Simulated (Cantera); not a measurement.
Stirred combustor or abatement burner

A perfectly stirred reactor is fed with 4.60 % CH4, 2.30 % H2, 19.5 % O2, 73.6 % N2, equivalence ratio 0.53, at 0.928 atm; it is adiabatic with a 425 K inlet, and is followed from long to short residence time, starting on the burning branch (τ in s: 0.16, 0.045, 0.012, 0.0035, 0.00097, 0.00027, 7.6e-05, 2.1e-05, 5.9e-06).

Cantera simulation using GRI-Mech 3.0 (53 species, 325 reactions); the numbers are that mechanism's predictions, not measurements.

```csv
τ (s),T (K),x CH4,x H2,x O2,x CH2CO,x OH,x CH2
0.16,1651,9.94e-6,6.33e-5,0.0929,9.67e-10,0.000750,1.96e-8
0.045,1646,2.21e-5,0.000145,0.0929,2.85e-9,0.00111,5.85e-8
0.012,1634,5.11e-5,0.000342,0.0931,7.88e-9,0.00164,1.69e-7
0.0035,1612,0.000115,0.000742,0.0937,1.99e-8,0.00225,4.15e-7
0.00097,1562,0.000297,0.00159,0.0956,6.25e-8,0.00280,9.67e-7
0.00027,1444,0.00127,0.00382,0.103,4.76e-7,0.00242,2.41e-6
7.6e-5,425,0.0460,0.0230,0.195,<1e-12,<1e-12,<1e-12
2.1e-5,425,0.0460,0.0230,0.195,<1e-12,<1e-12,<1e-12
5.9e-6,425,0.0460,0.0230,0.195,<1e-12,<1e-12,<1e-12
```
x: mole fraction; the columns are a selection and need not sum to one.
